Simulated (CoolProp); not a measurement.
Vapour-liquid equilibrium of ethanol (1) + benzene (2) at 0.643 MPa; x and y are mole fractions of (1).

Model: multi-fluid Helmholtz-energy mixture model, Schroeder 2014 and Thol 2012; pair parameters Bell 2016, in CoolProp.

| x | bubble temperature, mixture model (K) | bubble temperature, Raoult's law (K) | y, mixture model | y, Raoult's law |
|---|---|---|---|---|
| 0.05 | 419.3 | 426.3 | 0.183 | 0.083 |
| 0.125 | 411.9 | 423.9 | 0.334 | 0.195 |
| 0.2 | 407.9 | 421.8 | 0.418 | 0.295 |
| 0.275 | 405.7 | 419.9 | 0.470 | 0.386 |
| 0.35 | 404.4 | 418.1 | 0.507 | 0.470 |
| 0.425 | 403.6 | 416.5 | ? | 0.546 |
| 0.5 | 403.1 | 415.0 | 0.567 | 0.618 |
| 0.575 | 402.9 | 413.6 | ? | 0.685 |
| 0.65 | 402.8 | 412.3 | 0.637 | 0.747 |
| 0.725 | 403.1 | 411.1 | 0.685 | 0.807 |
| 0.8 | 403.7 | 409.9 | 0.748 | 0.863 |
| 0.875 | 404.8 | 408.9 | ? | 0.916 |
| 0.95 | 406.2 | 407.9 | 0.926 | 0.967 |

Task: What belongs in the gaps?

Result: 
- 0.425, y, mixture model: 0.538
- 0.575, y, mixture model: 0.598
- 0.875, y, mixture model: 0.828

The largest gap from Raoult's law is -14.2 K in bubble temperature, at x = 0.275. y crosses x between x = 0.575 and 0.65: the model has an azeotrope there.

The pair parameters rest on a limited set of measurements; away from them the model extrapolates.
